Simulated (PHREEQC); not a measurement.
A solution holds 0.029 mol Cu(NO3)2, 0.00014 mol HBF4 and 0.0027 mol H3BO3 per kg of water, at 4.1 °C. Closed to the air; pH follows from the charge balance.

All values are PHREEQC results (ion-association model, wateq4f.dat), not measurements.

Each row changes one thing in this solution. This is a speciation only: nothing precipitates in the calculation.

```
case                                               pH  ionic strength (mol/kgw)  F- (mol/kgw)  HF (mol/kgw)  CuF+ (mol/kgw)  BF2(OH)2- (mol/kgw)  SI of Tenorite (CuO)  SI of Cu(OH)2 (Cu(OH)2)
-----------------------------------------------  ----  ------------------------  ------------  ------------  --------------  -------------------  --------------------  -----------------------
as made                                          3.43                    0.0873      0.000371      0.000110         6.64e-5              4.08e-6                 -3.51                    -4.53
temperature from 4.1 to 85 °C                    3.53                    0.0871      0.000235      0.000248         7.14e-5              2.40e-6                 -0.65                    -1.67
H3BO3 from 0.0027 to 0.00054 mol/kgw             3.43                    0.0873      0.000377      0.000112         6.74e-5              1.01e-6                 -3.51                    -4.54
diluted 2-fold with water                        3.68                    0.0437      0.000217       3.86e-5         2.34e-5              4.07e-7                 -3.23                    -4.25
Cu(NO3)2 from 0.029 to 0.0145 mol/kgw            3.43                    0.0439      0.000383      0.000122         4.13e-5              4.52e-6                 -3.74                    -4.76
Cu(NO3)2 from 0.029 to 0.058 mol/kgw             3.43                     0.174      0.000353       9.56e-5        0.000101              3.56e-6                 -3.29                    -4.32
H3BO3 replaced by Cu(BF4)2 at the same molality  2.88                    0.0959       0.00200       0.00208        0.000376             0.000139                 -4.59                    -5.61
```

Complexes and solids missing from the database can't appear. At this temperature some constants are extrapolated from 25 °C, and those without enthalpy data are left unchanged. Real BF4- forms and hydrolyses slowly; the run takes it at equilibrium.
